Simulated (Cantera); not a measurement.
A closed system holds: 1 mol SiCl4, 2.1 mol Cl2, 1.9 mol H2, equilibrated at 1350 °C and 12800 Torr.

Cantera equilibrium calculation (NASA polynomials, part measured and part estimated; ideal gas, pure solids and liquids). Candidate condensed phases: Si; 19 gas species. The tables' values for SiCl3 are old estimates; treat these amounts as uncertain. Kinetics and transport are ignored.

Base state: HCl 0.758, SiCl4 0.199, Cl2 0.0370, Cl 0.00587, SiCl3 3.89e-5 (mole fractions); condensed: gas only.

Question: What changes in the equilibrium state with this change: temperature from 1350 °C to 252 °C?

Answer: 
```tsv
species	before	after
HCl	0.758	0.760
SiCl4	0.199	0.200
Cl2	0.0370	0.0400
Cl	0.00587	<1e-9
SiCl3	3.89e-5	<1e-9
```

Question: What changes in the equilibrium state with this change: H2 from 1.9 to 19 mol?

Answer: 
| species | before | after |
|---|---|---|
| H2 | 2.92e-6 | 0.736 |
| HCl | 0.758 | 0.219 |
| SiCl4 | 0.199 | 0.0206 |
| Cl2 | 0.0370 | 1.22e-8 |
| SiHCl3 | 1.19e-7 | 0.0107 |
| SiH2Cl2 | <1e-9 | 0.000944 |
| SiCl2 | 1.77e-8 | 0.00553 |
